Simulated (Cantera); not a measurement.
A closed system holds: 1 mol Fe(CO)5, 0.47 mol CO, 32 mol H2, held at 15.0 mbar.

Points: T (K) = 798, 823, 848, 873, 898, 923, 948, 973, 998, 1023, 1048, 1073.

Cantera's Mixture.equilibrate('TP', solver="vcs", rtol=1e-11, max_steps=5000) on the NASA tables stopped like this:

```
ERROR: FAILURE its = 5001!

*******************************************************************************
CanteraError thrown by MultiPhase::equilibrate:
VCS solver failed. Return code: -1
*******************************************************************************
```

What got this run through?

Several could match; the one computed here: The failure is numerical, not chemical. The same input converged with solver="gibbs", rtol=1e-10, max_steps=50000, and the result passed a check of the equilibrium conditions:
```
log10 of partial pressures in bar; condensed amounts in mol
       T/K        H2        CO       H2O       CH4       CO2     C(gr)     Fe(a)
       798    -1.897    -2.843    -3.348    -3.651    -3.663     1.044         1
       823    -1.896    -2.768    -3.541    -3.822    -3.855    0.6644         1
       848    -1.895    -2.721    -3.748    -3.983    -4.084    0.3829         1
       873    -1.894    -2.694    -3.960    -4.137    -4.334    0.2042         1
       898    -1.894    -2.679    -4.171    -4.282    -4.590    0.1015         1
       923    -1.894    -2.671    -4.376    -4.421    -4.843   0.04585         1
       948    -1.893    -2.666    -4.574    -4.552    -5.089    0.0169         1
       973    -1.893    -2.664    -4.763    -4.677    -5.326  0.002391         1
       998    -1.893    -2.662    -4.918    -4.823    -5.527         0         1
      1023    -1.893    -2.662    -5.057    -4.970    -5.710         0         1
      1048    -1.893    -2.661    -5.191    -5.111    -5.884         0         1
      1073    -1.893    -2.661    -5.318    -5.244    -6.051         0         1
```

The gas is ideal and each condensed phase is pure. Condensed phases not in the tables: cementite and carbon dissolved in iron.
